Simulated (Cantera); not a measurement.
A closed system holds: 1 mol MgO, 0.69 mol H2O, 3.9 mol N2, at 1400 °C and 130000 Pa.

Method: chemical equilibrium by Gibbs-energy minimisation in Cantera with the NASA 1993 tables (ideal gas, pure condensed phases). Candidate condensed phases: H2O, Mg, MgO, Mg(OH)2; 31 gas species. Kinetics and transport are ignored.

Base state: N2 0.850, H2O 0.150, H2 0.000228, O2 7.63e-5, NO 5.17e-5, OH 4.79e-5 (mole fractions); condensed: MgO(s).

Question: What changes in the equilibrium state with this change: MgO replaced by B?

Answer: 
```tsv
species	before	after
N2	0.850	0.838
H2	0.000228	0.157
HBO2	0	0.00284
H2O	0.150	0.00117
HBO	0	0.000545
B2O3	0	0.000392
MgO(s), mol	1.000	0
BN(s), mol	0	0.547
B2O3(l), mol	0	0.218
```
Mutual solubility and eutectic melting of coexisting phases are not modelled. Gases not in the tables: H3BO3. Further candidate phases: B, BN, B2O3, B3O3H3.
